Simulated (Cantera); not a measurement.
A closed system holds: 1 mol Fe(CO)5, 6.3 mol H2, held at 1002 °C and 100 Torr.

Cantera equilibrium calculation (NASA polynomials, part measured and part estimated; ideal gas, pure solids and liquids). Candidate condensed phases: C, C6H6, C7H8, C8H18, Fe, Fe(CO)5, FeO, Fe(OH)2, Fe(OH)3, Fe2O3, Fe3O4, H2O; 114 gas species. Condensed phases not in the tables: cementite and carbon dissolved in iron. Rates play no part.

Base state: H2 0.557, CO 0.442, CH4 0.000383, H2O 0.000383, CO2 0.000183 (mole fractions); condensed: C(graphite) + Fe(γ).

Task: What changes in the equilibrium state with this change: Fe(CO)5 replaced by HgO?

Result: 
| species | before | after |
|---|---|---|
| H2 | 0.557 | 0.726 |
| Hg | 0 | 0.137 |
| H2O | 0.000383 | 0.137 |
| CO | 0.442 | 0 |
| CH4 | 0.000383 | 0 |
| CO2 | 0.000183 | 0 |
| C(graphite), mol | 0.00205 | 0 |
| Fe(γ), mol | 1.00 | 0 |
Further candidate phases: Hg, HgO.
